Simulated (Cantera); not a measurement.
Feed: 1 mol Al, 5.8 mol NH3, 230 mol N2, held at 660 Pa.

Cantera equilibrium calculation (NASA polynomials, part measured and part estimated; ideal gas, pure solids and liquids). Candidate condensed phases: Al, AlN; 13 gas species. Kinetics and transport are ignored.

x: gas mole fraction; n: condensed amount in mol.

| T (°C) | x N2 | x H2 | x Al | x H | x AlH | n AlN(s) |
|---|---|---|---|---|---|---|
| 352 | 0.964 | 0.0361 | <1e-12 | <1e-12 | <1e-12 | 1.00 |
| 452 | 0.964 | 0.0361 | <1e-12 | <1e-12 | <1e-12 | 1.00 |
| 552 | 0.964 | 0.0361 | <1e-12 | 1.85e-11 | <1e-12 | 1.00 |
| 652 | 0.964 | 0.0361 | <1e-12 | 6.09e-10 | <1e-12 | 1.00 |
| 752 | 0.964 | 0.0361 | <1e-12 | 1.02e-8 | <1e-12 | 1.00 |
| 852 | 0.964 | 0.0361 | <1e-12 | 1.04e-7 | <1e-12 | 1.00 |
| 952 | 0.964 | 0.0361 | 1.19e-12 | 7.29e-7 | <1e-12 | 1.00 |
| 1052 | 0.964 | 0.0361 | 1.37e-10 | 3.82e-6 | 5.50e-12 | 1.00 |
| 1152 | 0.964 | 0.0361 | 7.97e-9 | 1.59e-5 | 2.02e-10 | 1.000 |
| 1252 | 0.964 | 0.0361 | 2.71e-7 | 5.53e-5 | 4.59e-9 | 1.000 |
| 1352 | 0.964 | 0.0360 | … | … | … | 0.999 |
| 1452 | 0.964 | 0.0359 | 9.06e-5 | 0.000433 | 7.84e-7 | 0.978 |
| 1552 | 0.962 | 0.0355 | … | … | … | … |
| 1652 | 0.959 | 0.0347 | 0.00410 | 0.00219 | 2.06e-5 | 0 |

### Question
Complete the blanks.

### Answer

- 1552, x Al: 0.00102
- 1552, x H: 0.00102
- 1552, x AlH: 6.65e-6
- 1552, n AlN(s): 0.752
- 1352, x Al: 5.95e-6
- 1352, x H: 0.000165
- 1352, x AlH: 7.05e-8
